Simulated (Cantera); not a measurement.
A closed system holds: 1 mol B₂H₆, 11 mol H₂O, held at 0.00133 bar.

Cantera equilibrium calculation (NASA polynomials, part measured and part estimated; ideal gas, pure solids and liquids). Candidate condensed phases: B, B₂O₃, B₃O₃H₃, H₂O; 23 gas species. The feed counts by its element totals alone. Gases not in the tables: H₃BO₃. Rates play no part.

log p: log10 of the partial pressure in bar; n: condensed amount in mol.

```csv
T (K),log p H₂O,log p H₂,log p HBO₂,log p H,log p OH,log p BO₂,n B₂O₃(l)
850,-3.12,-3.24,-7.76,-12.31,<-14,<-14,0.978
1050,-3.12,-3.24,(withheld),(withheld),(withheld),(withheld),0.983
1250,-3.14,-3.25,-4.35,-7.94,-9.82,-10.93,0.760
1450,-3.20,-3.27,-3.76,(withheld),(withheld),(withheld),0
1650,-3.20,-3.27,-3.76,-5.68,-6.95,-7.43,0
1850,-3.21,-3.28,-3.77,-4.91,-5.97,-6.45,0
2050,-3.22,-3.30,-3.80,-4.30,-5.17,-5.67,0
2250,-3.27,-3.36,-3.86,-3.81,-4.54,-5.06,0
```

Question: Complete the blanks.

Answer: 
- 1050, log p HBO₂: -5.71
- 1050, log p H: -9.71
- 1050, log p OH: -12.08
- 1050, log p BO₂: -14.55
- 1450, log p H: -6.66
- 1450, log p OH: -8.21
- 1450, log p BO₂: -8.67
